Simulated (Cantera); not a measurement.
Mixture: CH₄ : O₂ : N₂ : CO₂ = 1 : 3.51 : 13.2 : 1 (molar parts), equivalence ratio 0.57, at 26.0 bar, adiabatic and at constant pressure. Ignition delay is the time to a rise of 400 K.

Detailed kinetics in Cantera: GRI-Mech 3.0 (53 species, 325 reactions). The pressure lies above the range GRI-Mech 3.0 was tuned for (to about 10 atm).

What does this change do: pressure from 26.0 bar to 5.00 bar?


```json
[
 {"quantity": "delay at 1200 K", "before": "1.49 ms", "after": "8.16 ms"},
 {"quantity": "delay at 1250 K", "before": "0.824 ms", "after": "4.37 ms"},
 {"quantity": "delay at 1300 K", "before": "0.476 ms", "after": "2.41 ms"},
 {"quantity": "delay at 1350 K", "before": "0.285 ms", "after": "1.37 ms"},
 {"quantity": "delay at 1400 K", "before": "0.176 ms", "after": "0.797 ms"},
 {"quantity": "delay at 1450 K", "before": "0.111 ms", "after": "0.478 ms"},
 {"quantity": "delay at 1500 K", "before": "71.8 µs", "after": "0.294 ms"},
 {"quantity": "apparent activation energy between 1400 and 1500 K", "before": "160 kJ/mol", "after": "170 kJ/mol"}
]
```
